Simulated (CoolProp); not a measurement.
Carbonyl sulfide along the isotherm 442.2 K: Z from the reference equation and from simpler models built on Tc = 378.8 K, pc = 6369 kPa, ω = 0.098; each cubic takes its own stable root.

Values from CoolProp's reference Helmholtz-energy equation of state, Lemmon 2006. It is a short technical equation, of lower accuracy than the large ones.

```json
[
 {"p (kPa)": "1220", "phase": "gas", "reference": "0.9597"},
 {"p (kPa)": "2450", "phase": "gas", "reference": "0.9170"},
 {"p (kPa)": "3670", "phase": "gas", "reference": "0.8726"},
 {"p (kPa)": "4900", "phase": "gas", "reference": "0.8254"},
 {"p (kPa)": "6120", "phase": "gas", "reference": "0.7761"},
 {"p (kPa)": "7350", "phase": "supercritical", "reference": "0.7241"},
 {"p (kPa)": "8570", "phase": "supercritical", "reference": "0.6708"},
 {"p (kPa)": "9800", "phase": "supercritical", "reference": "0.6175"},
 {"p (kPa)": "11000", "phase": "supercritical", "reference": "0.5695"},
 {"p (kPa)": "12200", "phase": "supercritical", "reference": "0.5306"},
 {"p (kPa)": "13500", "phase": "supercritical", "reference": "0.5035"},
 {"p (kPa)": "14700", "phase": "supercritical", "reference": "0.4920"},
 {"p (kPa)": "15900", "phase": "supercritical", "reference": "0.4905"}
]
```

How far does each simpler model (van der Waals, Redlich-Kwong, Soave-Redlich-Kwong) lie from the reference over these 13 states: mean and median of the absolute difference, and the worst?


- van der Waals: mean 3.7 %, median 2.5 %, worst +11.1 % at 442.2 K and 15900 kPa
- Redlich-Kwong: mean 1.9 %, median 0.6 %, worst +7.1 % at 442.2 K and 15900 kPa
- Soave-Redlich-Kwong: mean 4.3 %, median 2.4 %, worst +11.9 % at 442.2 K and 15900 kPa
